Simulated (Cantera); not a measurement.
A perfectly stirred reactor is fed with CH₄ : O₂ : N₂ = 1 : 2.78 : 30.6 (molar parts), at 0.340 bar; it is adiabatic with a 800 K inlet, and is followed from long to short residence time, starting on the burning branch (τ in s: 0.065, 0.027, 0.011, 0.0048, 0.002, 0.00085, 0.00036, 0.00015, 6.3e-05, 2.7e-05, 1.1e-05, 4.7e-06).

Cantera simulation using GRI-Mech 3.0 (53 species, 325 reactions); the numbers are that mechanism's predictions, not measurements.

Question: What does this change do: N2 30.6 to 21 parts?

Answer: 
```tsv
quantity	before	after
blow-out, bracketed by the residence times tried	burning at 2.00 ms, out at 0.850 ms	burning at 0.850 ms, out at 0.360 ms
x(CH₄) at τ = 65.0 ms	3.54e-5	1.76e-5
x(O₂) at τ = 65.0 ms	0.0232	0.0319
x(CH₃) at τ = 65.0 ms	3.26e-6	2.85e-6
x(CO₂) at τ = 65.0 ms	0.0279	0.0387
x(CH₂CO) at τ = 65.0 ms	3.41e-9	1.21e-9
x(CH₄) at τ = 0.360 ms	0.0291	0.0404
x(O₂) at τ = 0.360 ms	0.0809	0.112
x(CH₃) at τ = 0.360 ms	<1e-12	<1e-12
x(CO₂) at τ = 0.360 ms	<1e-12	<1e-12
x(CH₂CO) at τ = 0.360 ms	<1e-12	<1e-12
```
